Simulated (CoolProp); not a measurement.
A Linde-Hampson liquefier for ethane: isothermal reversible compression at 320 K from 1 atm to 20 MPa, throttling to 1 atm, return gas leaving the recuperator 5 K below the feed. Each further row changes one setting.

Computed with CoolProp (reference Helmholtz-energy equation of state, Bücker 2006).

```
case                        liquid yield per pass  compression work (kJ/kg of gas)
--------------------------  ---------------------  -------------------------------
as stated                                   0.458                              366
high pressure 40 MPa                        0.454                              414
warm-end temperature 350 K                  0.373                              429
warm-end gap 10 K                           0.451                              366
```
